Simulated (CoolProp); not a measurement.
Vapour pressure (MPa) of R21: the reference equation beside estimates from Tc = 452.7 K, pc = 5.289 MPa, ω = 0.206.

Computed with CoolProp (reference Helmholtz-energy equation of state, Platzer 1990). This equation is an older, rougher fit; its heat capacities, sound speeds and derivatives of the liquid may be far off and weren't checked against measurements.

```
T (K)  reference  Redlich-Kwong  Peng-Robinson
-----  ---------  -------------  -------------
266.3    0.05281        0.08767        0.05377
288.3     0.1285         0.1971         0.1287
310.4     0.2715         0.3872         0.2695
332.4     0.5112         0.6832         0.5059
354.4     0.8819          1.112         0.8741
376.5      1.423          1.703          1.417
398.5      2.171          2.474          2.174
420.5      3.176          3.449          3.197
442.6      4.518          4.655          4.546
```

Absolute difference from the reference over all 9 rows, mean and median: Redlich-Kwong 29.7 and 26.1 %, Peng-Robinson 0.7 and 0.7 %.
